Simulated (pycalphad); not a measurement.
Effect of Si content in Al-Si-Fe

CALPHAD calculation (pycalphad, COST 507 light-alloy database (1999)), 1 atm. The data set is of 1999 and partly superseded. Phase fractions are per mole of atoms.

| alloy | liquidus (K) | first solid | solidus (K) | phases at 725 K |
|---|---|---|---|---|
| Al-2.066Si-19.57Fe (wt.%) | 1286 | AL13FE4 | 905 | fcc 0.49, ALFESI_ALPHA 0.31, AL13FE4 0.20 |
| Al-6.187Si-19.54Fe (wt.%) | 1255 | AL13FE4 | 893 | fcc 0.40, ALFESI_ALPHA 0.39, ALFESI_BETA 0.21 |
| Al-8.243Si-19.52Fe (wt.%) | ___ | AL13FE4 | 893 | ___ |

Problem. What belongs in the gaps?

Solution. 
- Al-8.243Si-19.52Fe (wt.%), liquidus (K): 1237
- Al-8.243Si-19.52Fe (wt.%), phases at 725 K: ALFESI_BETA 0.49, fcc 0.34, ALFESI_ALPHA 0.17

Database names, with the compositions (at.%) that they take in these runs: AL13FE4: Al 74-76 Fe 24 Si 0-2; ALFESI_ALPHA: Al 71-74 Fe 19 Si 7-10; ALFESI_BETA: Al 70 Si 15 Fe 15.
